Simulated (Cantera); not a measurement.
Input (Python, Cantera) and output of one run.

```python
import numpy as np
import cantera as ct

gas_names = [...]  # 116 gases of nasa_gas.yaml made of C, H, Mg, O
cond_names = """
    C(gr) C6H6(L) C7H8(L) C8H18(L),n-octa H2O(s) H2O(L) Mg(cr) Mg(L) MgCO3(s) MgO(s) MgO(L) MgO2H2(s)
""".split()


# ... load() reads the species with a 1 bar reference pressure and builds the phases ...
atoms = {
    'MgCO3': {'Mg': 1, 'C': 1, 'O': 3},
    'H2': {'H': 2},
    'C': {'C': 1},
}
top_T = {'C(gr)': 4500}  # K; cautious upper limits of use, not melting points


# ... equilibrate(T, P, feed) seeds the gas with the atoms and calls Mixture.equilibrate('TP', solver="vcs", rtol=1e-11, max_steps=5000) ...
results = []
T = 1173.15  # K
P = 1400  # Pa
for m in [0.079, 0.11, 0.16, 0.23, 0.32, 0.46, 0.66, 0.93, 1.3, 1.9]:
    feed = {'MgCO3': 1, 'H2': 0.12, 'C': m}  # mol
    mix = equilibrate(T, P, feed)
    results.append((T, P, feed, dict(zip(mix.species_names, mix.species_moles))))

top = {s: max(r[3][s] / sum(r[3][g] for g in gas_names) for r in results) for s in gas_names}
cols = sorted((s for s in top if top[s] > 1e-06), key=lambda s: -top[s])[:8]
seen = [c for c in cond_names if any(r[3].get(c, 0) > 1e-12 for r in results)]
print("log10 of partial pressures in bar; condensed amounts in mol")
print(f"{'n(C)':>10s}" + "".join(f"{s[:9]:>10s}" for s in cols + seen))
for T, P, feed, n in results:
    ng = sum(n[g] for g in gas_names)
    print(f"{feed['C']:10.4g}" + "".join(f"{np.log10(max(n[s] / ng * P / 1e5, 1e-99)):10.3f}" for s in cols)
          + "".join(f"{n.get(c, 0):10.4g}" for c in seen))
```

It prints:

```
log10 of partial pressures in bar; condensed amounts in mol
      n(C)        CO       CO2       H2O        H2     C(gr)    MgO(s)
     0.079    -2.527    -2.017    -2.948    -3.563         0         1
      0.11    -2.450    -2.042    -2.981    -3.494         0         1
      0.16    -2.354    -2.083    -3.034    -3.411         0         1
      0.23    -2.256    -2.142    -3.110    -3.329         0         1
      0.32    -2.165    -2.222    -3.211    -3.259         0         1
      0.46    -2.067    -2.360    -3.378    -3.190         0         1
      0.66    -1.975    -2.609    -3.667    -3.138         0         1
      0.93    -1.895    -3.353    -4.459    -3.105         0         1
       1.3    -1.879    -5.314    -6.431    -3.101    0.3008         1
       1.9    -1.879    -5.314    -6.431    -3.101    0.9008         1
```

Cantera equilibrium calculation (NASA polynomials, part measured and part estimated; ideal gas, pure solids and liquids).
